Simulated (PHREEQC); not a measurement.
Solution (20 °C): 3.8 mmol/kgw ZnSO4, 0.14 mmol/kgw ZnCl2, 0.11 mmol/kgw NaF and 0.43 mmol/kgw NaCl. Closed to the air; pH follows from the charge balance.

Model: ion-association model, wateq4f.dat, run in PHREEQC.

```csv
quantity,before,after
pH,5.95,6.05
Zn+2 (mol/kgw),0.00307,0.00172
SO4-2 (mol/kgw),0.00291,0.00158
ZnSO4 (mol/kgw),0.000840,0.000307
Zn(SO4)2-2 (mol/kgw),2.09e-5,4.14e-6
SI of Zincite(c) (ZnO),-2.21,-2.23
SI of Zn(OH)2-e (Zn(OH)2),-2.29,-2.32
```

### Question
Which change was made?
(A) ZnCl2 from 0.00014 to 0.000154 mol/kgw
(B) 0.0038 mol/kgw AgNO3 added
(C) ZnSO4 from 0.0038 to 0.0019 mol/kgw
(D) NaF from 0.00011 to 5.5e-05 mol/kgw
(E) diluted 5-fold with water

### Answer
C, ZnSO4 from 0.0038 to 0.0019 mol/kgw

This is a speciation only: nothing precipitates in the calculation.
